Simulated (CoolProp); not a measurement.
Vapour pressure (MPa) of octamethyltrisiloxane (MDM): the reference equation beside estimates from Tc = 565.4 K, pc = 1.438 MPa, ω = 0.528. Clausius-Clapeyron is anchored at 386.2 K with a constant enthalpy of vaporisation of 40.11 kJ/mol.

Values from CoolProp's reference Helmholtz-energy equation of state, Thol 2017.

```csv
T (K),reference,Clausius-Clapeyron,Redlich-Kwong,Soave-Redlich-Kwong,Peng-Robinson
376.9,0.02285,0.02316,0.08210,0.02270,0.02324
386.2,0.03152,0.03152,0.1019,0.03127,0.03182
395.4,0.04251,0.04215,0.1248,0.04214,0.04266
404.6,0.05635,0.05563,0.1511,0.05585,0.05628
413.9,0.07373,0.07272,0.1815,0.07312,0.07338
423.1,0.09479,0.09369,0.2156,0.09410,0.09412
432.3,0.1202,0.1194,0.2540,0.1196,0.1192
441.6,0.1510,0.1511,0.2975,0.1505,0.1497
450.8,0.1871,0.1888,0.3453,0.1868,0.1854
460,0.2295,0.2338,0.3982,0.2296,0.2276
```

Absolute difference from the reference over all 10 rows, mean and median: Clausius-Clapeyron 1.0 and 1.0 %, Redlich-Kwong 148.4 and 136.8 %, Soave-Redlich-Kwong 0.6 and 0.7 %, Peng-Robinson 0.8 and 0.8 %.
